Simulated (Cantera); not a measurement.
An isothermal, constant-pressure homogeneous reactor starts with 12.0 % C2H4, 88.0 % H2, at 1150 K and 0.0110 bar.

Model: GRI-Mech 3.0 (53 species, 325 reactions), integrated in Cantera. GRI-Mech 3.0 was tuned for natural gas; its chemistry of ethylene as a main component is partial and can be far from experiment. GRI-Mech 3.0 stops at C3 and has no aromatics, soot or wall deposition, so with more carbon than oxygen in the feed, carbon stays in small species such as C2H2 where larger ones or solid carbon would form. Radical loss at walls, strong at low pressure, is not modelled.

Predict: x(C2H4) at 100 s; x(H2) at 100 s; x(CH3) at 100 s; x(C2H6) at 100 s; x(CH4) at 100 s; x(H) at 100 s.


| Property | Value |
|---|---|
| x(C2H4) at 100 s | 0.0331 (gas-phase equilibrium 0.00811) |
| x(H2) at 100 s | 0.886 (gas-phase equilibrium 0.790) |
| x(CH3) at 100 s | 3.42e-7 (gas-phase equilibrium 2.53e-6) |
| x(C2H6) at 100 s | 8.43e-5 (gas-phase equilibrium 2.00e-5) |
| x(CH4) at 100 s | 0.00477 (gas-phase equilibrium 0.168) |
| x(H) at 100 s | 3.30e-6 (gas-phase equilibrium 6.36e-7) |
